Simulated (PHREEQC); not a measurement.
Consider water at 35 °C with 0.001 mol/kgw H3BO3, 0.0034 mol/kgw NaOH and 0.018 mol/kgw LiCl. Closed to the air; pH follows from the charge balance.

Model: ion-association model, wateq4f.dat, run in PHREEQC.

```csv
quantity,before,after
pH,11.01,11.09
H3BO3 (mol/kgw),1.21e-5,5.04e-6
SI of Halite (NaCl),-5.94,-5.94
```

Task: What was changed between the two runs?
A) H3BO3 from 0.001 to 0.0011 mol/kgw
B) H3BO3 from 0.001 to 0.0005 mol/kgw
C) LiCl from 0.018 to 0.18 mol/kgw
D) 0.00055 mol/kgw Mg(NO3)2 added

Result: B, H3BO3 from 0.001 to 0.0005 mol/kgw

No solid was allowed to form.
